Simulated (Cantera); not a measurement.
Input (Python, Cantera) and output of one run.

```python
import numpy as np
import cantera as ct

gas_names = """
    H HO2 H2 H2O H2O2 O OH O2 O3 V VO VO2
""".split()
cond_names = """
    H2O(s) H2O(L) V(cr) V(L) VO(s) VO(L) V2O3(s) V2O3(L) V2O4(I) V2O4(II) V2O4(L) V2O5(s) V2O5(L)
""".split()


# ... load() reads the species with a 1 bar reference pressure and builds the phases ...
atoms = {
    'V2O3': {'V': 2, 'O': 3},
    'H2': {'H': 2},
    'H2O': {'H': 2, 'O': 1},
}
top_T = {}  # K; cautious upper limits of use, not melting points


# ... equilibrate(T, P, feed) seeds the gas with the atoms and calls Mixture.equilibrate('TP', solver="vcs", rtol=1e-11, max_steps=5000) ...
results = []
feed = {'V2O3': 1, 'H2': 0.71, 'H2O': 3.5}  # mol
P = 23  # Pa
for T in [1725, 1800, 1875, 1950, 2025, 2100, 2175]:
    mix = equilibrate(T, P, feed)
    results.append((T, P, feed, dict(zip(mix.species_names, mix.species_moles))))

top = {s: max(r[3][s] / sum(r[3][g] for g in gas_names) for r in results) for s in gas_names}
cols = sorted((s for s in top if top[s] > 1e-05), key=lambda s: -top[s])[:9]
seen = [c for c in cond_names if any(r[3].get(c, 0) > 1e-12 for r in results)]
print("log10 of partial pressures in bar; condensed amounts in mol")
print(f"{'T/K':>10s}" + "".join(f"{s[:9]:>10s}" for s in cols + seen))
for T, P, feed, n in results:
    ng = sum(n[g] for g in gas_names)
    print(f"{T:10.4g}" + "".join(f"{np.log10(max(n[s] / ng * P / 1e5, 1e-99)):10.3f}" for s in cols)
          + "".join(f"{n.get(c, 0):10.4g}" for c in seen))
```

It prints:

```
log10 of partial pressures in bar; condensed amounts in mol
       T/K       H2O       VO2        H2         H        OH         O        O2        VO   V2O3(s)
      1725    -3.727    -5.707    -4.410    -5.936    -6.512    -8.138    -7.804    -9.200    0.9818
      1800    -3.746    -5.134    -4.395    -5.643    -6.175    -7.535    -7.241    -8.457      0.93
      1875    -3.804    -4.644    -4.351    -5.359    -5.920    -7.049    -6.861    -7.742    0.7662
      1950    -3.952    -4.261    -4.275    -5.078    -5.798    -6.731    -6.772    -7.020    0.3185
      2025    -4.066    -4.149    -4.255    -4.843    -5.635    -6.363    -6.541    -6.668         0
      2100    -4.099    -4.162    -4.280    -4.647    -5.389    -5.902    -6.091    -6.577         0
      2175    -4.159    -4.183    -4.309    -4.466    -5.188    -5.500    -5.724    -6.475         0
```

Method: chemical equilibrium by Gibbs-energy minimisation in Cantera with the NASA 1993 tables (ideal gas, pure condensed phases). Condensed phases not in the tables: the oxides between V2O3 and V2O5 other than VO2.
